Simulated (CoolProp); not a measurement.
Vapour-liquid equilibrium of ethylene (1) + carbon dioxide (2) at -26.85 °C; x and y are mole fractions of (1).

The numbers come from the multi-fluid Helmholtz-energy mixture model, Smukala 2000 and Span 1996; pair parameters Bell 2016 in CoolProp.

Task: Give the bubble pressure and the first vapour's composition at x = 0.35, 0.45, 0.55. Is there an azeotrope?

Result: x = 0.35: 2.052 MPa, y = 0.425; x = 0.45: 2.112 MPa, y = 0.504; x = 0.55: 2.153 MPa, y = 0.582. y crosses x between x = 0.65 and 0.75: the model has an azeotrope there.

Pair parameters are fitted to limited data, so mixtures are less certain than the pure fluids.
